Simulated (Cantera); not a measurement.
An isothermal, constant-pressure homogeneous reactor starts with H2 : O2 = 0.17 : 1 (molar parts), at 975 K and 0.00700 bar.

Computed with Cantera and the H2/O2 subset of GRI-Mech 3.0, which has no nitrogen chemistry. Radical loss at walls, strong at low pressure, is not modelled. The temperature is held fixed by assumption; the heat of reaction is taken as removed at once.

x: mole fraction; the columns are a selection and need not sum to one.

```
t (s)           x H2   x O2       x HO2         x O     x H2O
--------  ----------  -----  ----------  ----------  --------
5.00e-6        0.145  0.855    1.57e-12      <1e-12    <1e-12
2.64e-5        0.145  0.855    8.28e-12      <1e-12    <1e-12
0.000139       0.145  0.855    4.37e-11    7.48e-12  4.02e-12
0.000734       0.145  0.855    2.33e-10    1.92e-10  3.17e-10
0.00387        0.145  0.855     8.16e-9     3.52e-7   9.05e-7
0.0204       0.00456  0.804     7.38e-6      0.0282     0.128
0.108     (withheld)  0.841  (withheld)  (withheld)     0.156
0.569     (withheld)  0.843  (withheld)  (withheld)     0.157
3.00         3.76e-7  0.843     4.83e-8     2.99e-6     0.157
```

### Question
Complete the blanks.

### Answer

- 0.108, x H2: 0.000301
- 0.108, x HO2: 4.63e-6
- 0.108, x O: 0.00181
- 0.569, x H2: 7.26e-6
- 0.569, x HO2: 5.38e-7
- 0.569, x O: 4.67e-5
